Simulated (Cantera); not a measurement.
Cantera run:

```python
import numpy as np
import cantera as ct

gas_names = """
    H HNO HNO2 HNO3 HO2 H2 H2O H2O2 N NH NH2 NH3 NH2OH NO NO2 NO3 N2 N2H2 N2H4 N2O O OH O2 O3 Si SiH
    SiH2 SiH3 SiH4 SiN SiO SiO2 Si2 Si2N Si3
""".split()
cond_names = """
    H2O(s) H2O(L) Si(cr) Si(L) SiO2(Lqz) SiO2(hqz) SiO2(L) Si2N2O(s) Si3N4(a)
""".split()


def load(file, names, dense=False):
    # The tables refer to 1 bar. Condensed volumes are neglected.
    table = {s.name: s for s in ct.Species.list_from_file(file)}
    out = []
    for n in names:
        d = dict(table[n].input_data)
        d["thermo"] = dict(d["thermo"], **{"reference-pressure": 1e5})
        if dense:
            d["equation-of-state"] = {"model": "constant-volume", "density": "1e6 g/cm^3"}
        out.append(ct.Species.from_dict(d))
    return out


gas = ct.Solution(thermo="ideal-gas", species=load("nasa_gas.yaml", gas_names))
cond = {s.name: ct.Solution(thermo="fixed-stoichiometry", species=[s], name=s.name)
        for s in load("nasa_condensed.yaml", cond_names, dense=True)}
atoms = {
    'Si3N4': {'Si': 3, 'N': 4},
    'H2O': {'H': 2, 'O': 1},
    'N2': {'N': 2},
    'O2': {'O': 2},
}
top_T = {'Si2N2O(s)': 2100, 'Si3N4(a)': 2400}  # K; cautious upper limits of use, not melting points


def equilibrate(T, P, feed):
    n = {}
    for name, mol in feed.items():
        for a, k in atoms[name].items():
            n[a] = n.get(a, 0.0) + k * mol
    gas.TPX = T, P, n
    mass = sum(n.values()) * gas.mean_molecular_weight
    gas.equilibrate("TP")
    valid = [c for c in cond.values() if c.min_temp <= T <= top_T.get(c.name, c.max_temp)]
    mix = ct.Mixture([(gas, mass / gas.mean_molecular_weight)] + [(c, 0.0) for c in valid])
    mix.T, mix.P = T, P
    mix.equilibrate("TP", solver="vcs", rtol=1e-11, max_steps=5000)
    return mix


results = []
feed = {'Si3N4': 1, 'H2O': 3.1, 'N2': 150, 'O2': 0.041}  # mol
T = 1775  # K
for P in [0.1, 2.5, 63, 1600, 40000, 1000000]:
    mix = equilibrate(T, P, feed)
    results.append((T, P, feed, dict(zip(mix.species_names, mix.species_moles))))

top = {s: max(r[3][s] / sum(r[3][g] for g in gas_names) for r in results) for s in gas_names}
cols = sorted((s for s in top if top[s] > 1e-05), key=lambda s: -top[s])[:7]
seen = [c for c in cond_names if any(r[3].get(c, 0) > 1e-12 for r in results)]
print("log10 of partial pressures in bar; condensed amounts in mol")
print(f"{'P/Pa':>10s}" + "".join(f"{s[:9]:>10s}" for s in cols + seen))
for T, P, feed, n in results:
    ng = sum(n[g] for g in gas_names)
    print(f"{P:10.4g}" + "".join(f"{np.log10(max(n[s] / ng * P / 1e5, 1e-99)):10.3f}" for s in cols)
          + "".join(f"{n.get(c, 0):10.4g}" for c in seen))
```

Result:

```
log10 of partial pressures in bar; condensed amounts in mol
      P/Pa        N2         H        H2       SiO       H2O         O        OH   SiO2(L) Si2N2O(s)
       0.1    -6.023    -7.623    -8.168    -7.727    -9.230    -9.451    -9.890         0         0
       2.5    -4.621    -6.753    -6.429    -6.325    -7.563    -9.525    -9.093         0         0
        63    -3.218    -6.015    -4.953    -4.923    -6.144    -9.581    -8.411         0         0
      1600    -1.813    -5.293    -3.509    -3.542    -5.840   -10.722    -8.830    0.1677         0
     4e+04    -0.408    -4.587    -2.098    -2.829    -5.143   -11.435    -8.838     0.928    0.7487
     1e+06     0.991    -3.887    -0.698    -3.295    -3.276   -10.969    -7.672     1.113    0.9394
```

Method: chemical equilibrium by Gibbs-energy minimisation in Cantera with the NASA 1993 tables (ideal gas, pure condensed phases). Mutual solubility and eutectic melting of coexisting phases are not modelled. The tables hold silica as quartz up to 1696 K and as liquid above; real silica turns to tridymite and cristobalite and melts near 1996 K.
